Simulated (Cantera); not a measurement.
A perfectly stirred reactor is fed with CH4 : H2 : O2 : N2 = 1 : 0.91 : 1.36 : 5.13 (molar parts), equivalence ratio 1.8, at 4.93 atm; it is adiabatic with a 775 K inlet, and is followed from long to short residence time, starting on the burning branch (τ in s: 0.11, 0.041, 0.016, 0.006, 0.0023, 0.00087, 0.00033, 0.00013, 4.8e-05, 1.8e-05, 7e-06).

Model: GRI-Mech 3.0 (53 species, 325 reactions), integrated in Cantera.

Q: What does this change do: H2 0.91 to 0.69 parts?

A: 
```json
[
 {"quantity": "blow-out, bracketed by the residence times tried", "before": "burning at 0.130 ms, out at 48.0 µs", "after": "burning at 0.130 ms, out at 48.0 µs"},
 {"quantity": "x(CH4) at τ = 0.110 s", "before": "0.000372", "after": "0.000226"},
 {"quantity": "x(H2) at τ = 0.110 s", "before": "0.150", "after": "0.132"},
 {"quantity": "x(O2) at τ = 0.110 s", "before": "2.09e-5", "after": "1.90e-5"},
 {"quantity": "x(HCN) at τ = 0.110 s", "before": "1.19e-5", "after": "9.07e-6"},
 {"quantity": "x(H) at τ = 0.110 s", "before": "0.000769", "after": "0.000855"},
 {"quantity": "x(CH4) at τ = 0.870 ms", "before": "0.00622", "after": "0.00487"},
 {"quantity": "x(H2) at τ = 0.870 ms", "before": "0.124", "after": "0.111"},
 {"quantity": "x(O2) at τ = 0.870 ms", "before": "0.00177", "after": "0.00164"},
 {"quantity": "x(HCN) at τ = 0.870 ms", "before": "9.95e-5", "after": "0.000131"},
 {"quantity": "x(H) at τ = 0.870 ms", "before": "0.00106", "after": "0.00115"}
]
```

Q: What does this change do: CH4 1 to 0.63 parts?

A: 
```
quantity                                                                       before                                   after
------------------------------------------------  -----------------------------------  --------------------------------------
blow-out, bracketed by the residence times tried  burning at 0.130 ms, out at 48.0 µs  burning at 7.00 µs, the shortest tried
x(CH4) at τ = 0.110 s                                                        0.000372                                 1.08e-6
x(H2) at τ = 0.110 s                                                            0.150                                  0.0460
x(O2) at τ = 0.110 s                                                          2.09e-5                                0.000183
x(HCN) at τ = 0.110 s                                                         1.19e-5                                 2.61e-7
x(H) at τ = 0.110 s                                                          0.000769                                 0.00248
x(CH4) at τ = 0.870 ms                                                        0.00622                                 4.62e-5
x(H2) at τ = 0.870 ms                                                           0.124                                  0.0467
x(O2) at τ = 0.870 ms                                                         0.00177                                0.000959
x(HCN) at τ = 0.870 ms                                                        9.95e-5                                 1.06e-5
x(H) at τ = 0.870 ms                                                          0.00106                                 0.00465
```
